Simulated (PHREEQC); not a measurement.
Dissolve 0.0012 mol MgSO4, 0.00092 mol NaHCO3 and 0.25 mol MgCl2 per kg of water at 25 °C. Closed to the air; pH follows from the charge balance.

Model: ion-association model, phreeqc.dat, run in PHREEQC.

| quantity | before | after |
|---|---|---|
| pH | 7.33 | 4.98 |
| MgSO4 (mol/kgw) | 0.000855 | 0.00248 |
| HCO3- (mol/kgw) | 0.000457 | 5.98e-5 |
| MgHCO3+ (mol/kgw) | 0.000416 | 5.40e-5 |
| SO4-2 (mol/kgw) | 0.000345 | 0.00101 |
| CO2 (mol/kgw) | 2.75e-5 | 0.000806 |
| SI of Halite (NaCl) | -5.25 | -5.26 |

**Question.** What was changed between the two runs?
A. MgSO4 replaced by Al2(SO4)3 at the same molality
B. temperature from 25 to 30 °C
C. NaHCO3 from 0.00092 to 0.00184 mol/kgw
D. diluted 5-fold with water
E. diluted 100-fold with water

**Answer.** A, MgSO4 replaced by Al2(SO4)3 at the same molality

Precipitation was switched off in this run. The ionic strength passes 0.7 mol/kgw, the rough limit of the ion-association models, in every such run. Some of these states are supersaturated (in Al(OH)3(a), Gibbsite (slow to form), for instance).
